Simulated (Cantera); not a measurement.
What does this Cantera script print?

```python
import numpy as np
import cantera as ct

gas_names = """
    B BCL BCL2 BCL3 BH BH2 BH3 BO BOCL BO2 B2 B2O B2O2 B2O3 B3O3CL3 B3O3H3 CL CLO CL2 H HBO HBO2 HCL
    HOCL HO2 H2 H2O H2O2 H3B3O6 O OH O2 O3
""".split()
cond_names = """
    B(b) B(L) B2O3(L) B3O3H3(cr) H2O(s) H2O(L)
""".split()


# ... load() reads the species with a 1 bar reference pressure and builds the phases ...
atoms = {
    'B2O3': {'B': 2, 'O': 3},
    'HCl': {'H': 1, 'CL': 1},
    'O2': {'O': 2},
}
top_T = {}  # K; cautious upper limits of use, not melting points


# ... equilibrate(T, P, feed) seeds the gas with the atoms and calls Mixture.equilibrate('TP', solver="vcs", rtol=1e-11, max_steps=5000) ...
results = []
feed = {'B2O3': 1, 'HCl': 10, 'O2': 0.069}  # mol
P = 100000  # Pa
for T in [1148, 1198, 1248, 1298, 1348, 1398, 1448, 1498, 1548, 1598, 1648, 1698, 1748]:
    mix = equilibrate(T, P, feed)
    results.append((T, P, feed, dict(zip(mix.species_names, mix.species_moles))))

top = {s: max(r[3][s] / sum(r[3][g] for g in gas_names) for r in results) for s in gas_names}
cols = sorted((s for s in top if top[s] > 0.001), key=lambda s: -top[s])[:8]
seen = [c for c in cond_names if any(r[3].get(c, 0) > 1e-12 for r in results)]
print("log10 of partial pressures in bar; condensed amounts in mol")
print(f"{'T/K':>10s}" + "".join(f"{s[:9]:>10s}" for s in cols + seen))
for T, P, feed, n in results:
    ng = sum(n[g] for g in gas_names)
    print(f"{T:10.4g}" + "".join(f"{np.log10(max(n[s] / ng * P / 1e5, 1e-99)):10.3f}" for s in cols)
          + "".join(f"{n.get(c, 0):10.4g}" for c in seen))
```

Result:

```
log10 of partial pressures in bar; condensed amounts in mol
       T/K       HCL        CL      HBO2       H2O       CL2      BOCL      B2O3   B2O3(L)
      1148    -0.012    -3.504    -4.348    -1.862    -1.865    -6.676    -8.810    0.9994
      1198    -0.012    -3.269    -4.024    -1.862    -1.869    -6.166    -8.065    0.9992
      1248    -0.012    -3.054    -3.727    -1.864    -1.875    -5.698    -7.382    0.9987
      1298    -0.013    -2.856    -3.455    -1.866    -1.884    -5.267    -6.754    0.9978
      1348    -0.013    -2.675    -3.205    -1.870    -1.896    -4.868    -6.175    0.9963
      1398    -0.013    -2.510    -2.976    -1.876    -1.914    -4.498    -5.640    0.9939
      1448    -0.014    -2.360    -2.765    -1.885    -1.938    -4.152    -5.143    0.9901
      1498    -0.014    -2.224    -2.572    -1.898    -1.970    -3.829    -4.681    0.9844
      1548    -0.015    -2.103    -2.395    -1.917    -2.012    -3.525    -4.251    0.9759
      1598    -0.016    -1.997    -2.233    -1.941    -2.065    -3.237    -3.849    0.9637
      1648    -0.018    -1.904    -2.086    -1.971    -2.131    -2.964    -3.473    0.9461
      1698    -0.020    -1.826    -1.951    -2.005    -2.211    -2.706    -3.120    0.9204
      1748    -0.023    -1.762    -1.826    -2.041    -2.305    -2.462    -2.789    0.8825
```

Equilibrium computed with Cantera from the NASA thermochemical tables; the gas is ideal and each condensed phase is pure. The tables' values for BOCl are old estimates; treat these amounts as uncertain. Gases not in the tables: H3BO3.
